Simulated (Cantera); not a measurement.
A closed system holds: 1 mol BN, 0.72 mol Cl2, 8 mol N2, held at 1600 K and 750 Torr.

Equilibrium computed with Cantera from the NASA thermochemical tables; the gas is ideal and each condensed phase is pure. Candidate condensed phases: B, BN; 10 gas species. The tables' values for BCl2 are old estimates; treat these amounts as uncertain. Kinetics and transport are ignored.

Base state: N2 0.945, BCl3 0.0549, Cl 0.000205, BCl2 5.61e-5 (mole fractions); condensed: BN(s).

Task: What changes in the equilibrium state with this change: Cl2 from 0.72 to 23 mol?

Result: 
```csv
species,before,after
Cl2,3.49e-6,0.620
N2,0.945,0.262
Cl,0.000205,0.0865
BCl3,0.0549,0.0309
BCl2,5.61e-5,7.47e-8
"BN(s), mol",0.520,0
```
